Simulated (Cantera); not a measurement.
Feed: 1 mol SiF₄, 5.2 mol O₃, 0.55 mol H₂, held at 823.15 K and 2.20 mbar.

These are equilibrium values from Cantera (NASA tables, ideal gas, pure condensed phases), not measurements of a reactor. Candidate condensed phases: H₂O, Si, SiO₂; 38 gas species. Rates play no part.

Base state: O₂ 0.810, HF 0.0939, SiF₄ 0.0841, H₂O 0.0122 (mole fractions); condensed: SiO₂(α-quartz).

Q: What changes in the equilibrium state with this change: temperature from 823.15 K to 1950 K?

A: 
| species | before | after |
|---|---|---|
| O₂ | 0.810 | 0.796 |
| HF | 0.0939 | 0.116 |
| SiF₄ | 0.0841 | 0.0768 |
| H₂O | 0.0122 | 0.000190 |
| O | <1e-9 | 0.00859 |
| F | <1e-9 | 0.00100 |
| SiF₃ | <1e-9 | 0.000421 |
| OH | 3.92e-9 | 0.000448 |
| SiO | <1e-9 | 6.87e-5 |
| SiO₂(α-quartz), mol | 0.218 | 0 |
| SiO₂(condensed), mol | 0 | 0.273 |
The tables' values for SiF₃, SiO₂ are old estimates; treat these amounts as uncertain. The tables hold silica as quartz up to 1696 K and as liquid above; real silica turns to tridymite and cristobalite and melts near 1996 K.
